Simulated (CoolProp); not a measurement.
Vapour-liquid equilibrium of benzene (1) + n-nonane (2) at 119 kPa; x and y are mole fractions of (1).

Model: multi-fluid Helmholtz-energy mixture model, Thol 2012 and Lemmon 2006; pair parameters Bell 2016, in CoolProp.

Q: Give the bubble temperature and the first vapour's composition at x = 0.15, 0.35, 0.95. Is there an azeotrope?

A: x = 0.15: 401.5 K, y = 0.597; x = 0.35: 382.9 K, y = 0.817; x = 0.95: 360.0 K, y = 0.990. No azeotrope shows between x = 0.05 and 0.95.

Pair parameters are fitted to limited data, so mixtures are less certain than the pure fluids.
